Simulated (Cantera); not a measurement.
## Stirred combustor or abatement burner

A perfectly stirred reactor is fed with CH₄ : CO : O₂ : N₂ = 1 : 0.25 : 4.34 : 16.3 (molar parts), equivalence ratio 0.49, at 0.790 bar; it is adiabatic with a 725 K inlet, and is followed from long to short residence time, starting on the burning branch (τ in s: 0.021, 0.012, 0.0064, 0.0036, 0.002, 0.0011, 0.00062, 0.00035, 0.00019, 0.00011, 6e-05).

Detailed kinetics in Cantera: GRI-Mech 3.0 (53 species, 325 reactions).

```
τ (s)    T (K)     x CH₄     x CO   x O₂    x HCO     x OH       x H
-------  -----  --------  -------  -----  -------  -------  --------
0.021     1804   2.15e-5  0.00109  0.101  7.11e-8  0.00218   9.41e-5
0.012     1796   3.06e-5  0.00155  0.102  1.27e-7  0.00255  0.000158
0.0064    1783   4.57e-5  0.00231  0.102  2.43e-7  0.00300  0.000278
0.0036    1767   6.67e-5  0.00331  0.102  4.38e-7  0.00343  0.000457
0.0020    1746  0.000100  0.00473  0.102  7.93e-7  0.00385  0.000737
0.0011    1717  0.000157  0.00679  0.103  1.44e-6  0.00421   0.00114
0.00062   1680  0.000253  0.00962  0.104  2.53e-6  0.00440   0.00164
0.00035   1633  0.000443   0.0138  0.107  4.41e-6  0.00436   0.00215
0.00019   1564  0.000975   0.0208  0.112  8.04e-6  0.00385   0.00239
0.00011    725    0.0457   0.0114  0.198   <1e-12   <1e-12    <1e-12
6.0e-5     725    0.0457   0.0114  0.198   <1e-12   <1e-12    <1e-12
```
x: mole fraction; the columns are a selection and need not sum to one.
